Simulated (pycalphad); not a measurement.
Computed with pycalphad from the COST 507 light-alloy database (1999), at 1 atm. The data set is of 1999 and partly superseded.

Molar enthalpy of Al-9.551Si (wt.%) in equilibrium (SER reference):

```json
[
 {"T (°C)": "1577", "H (kJ/mol)": "59.89", "phases": "liquid"},
 {"T (°C)": "1502", "H (kJ/mol)": "57.54", "phases": "liquid"},
 {"T (°C)": "1427", "H (kJ/mol)": "55.19", "phases": "liquid"},
 {"T (°C)": "1352", "H (kJ/mol)": "52.84", "phases": "liquid"},
 {"T (°C)": "1277", "H (kJ/mol)": "50.49", "phases": "liquid"},
 {"T (°C)": "1202", "H (kJ/mol)": "48.14", "phases": "liquid"},
 {"T (°C)": "1127", "H (kJ/mol)": "45.79", "phases": "liquid"},
 {"T (°C)": "1052", "H (kJ/mol)": "43.44", "phases": "liquid"},
 {"T (°C)": "977", "H (kJ/mol)": "41.09", "phases": "liquid"},
 {"T (°C)": "902", "H (kJ/mol)": "38.74", "phases": "liquid"},
 {"T (°C)": "827", "H (kJ/mol)": "36.39", "phases": "liquid"},
 {"T (°C)": "752", "H (kJ/mol)": "34.05", "phases": "liquid"},
 {"T (°C)": "677", "H (kJ/mol)": "31.71", "phases": "liquid"},
 {"T (°C)": "627", "H (kJ/mol)": "30.15", "phases": "liquid"},
 {"T (°C)": "602", "H (kJ/mol)": "29.39", "phases": "liquid"},
 {"T (°C)": "577", "H (kJ/mol)": "15.83", "phases": "fcc + diamond (Si)"},
 {"T (°C)": "552", "H (kJ/mol)": "14.93", "phases": "fcc + diamond (Si)"},
 {"T (°C)": "527", "H (kJ/mol)": "14.06", "phases": "fcc + diamond (Si)"},
 {"T (°C)": "452", "H (kJ/mol)": "11.60", "phases": "fcc + diamond (Si)"},
 {"T (°C)": "377", "H (kJ/mol)": "9.33", "phases": "fcc + diamond (Si)"},
 {"T (°C)": "302", "H (kJ/mol)": "7.18", "phases": "fcc + diamond (Si)"},
 {"T (°C)": "227", "H (kJ/mol)": "5.13", "phases": "fcc + diamond (Si)"}
]
```

Cooling from 602 °C to 577 °C, across the freezing range, releases 13.6 kJ/mol, or 501 J/g. The slope is 31 J/(mol K) in the liquid and 36 J/(mol K) just below the solidus, where it includes any heat of precipitation. Liquidus 599 °C, solidus 577 °C. Changes were sought between steps of 25 K, so a narrower field can be missed.
